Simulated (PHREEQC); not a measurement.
A solution holds 4.7 mmol/kgw NiCl2, 38 mmol/kgw NaCl and 0.19 mmol/kgw H2SO4, at 20 °C. Closed to the air; pH follows from the charge balance.

All values are PHREEQC results (ion-association model, wateq4f.dat), not measurements.

Task: The ionic strength comes out as 0.0520 mol/kgw. What activity coefficients do SO4-2, NiCl+, Na+, H+, HSO4- get?

Result: SO4-2 0.46, NiCl+ 0.82, Na+ 0.82, H+ 0.85, HSO4- 0.82.

Precipitation was switched off in this run.
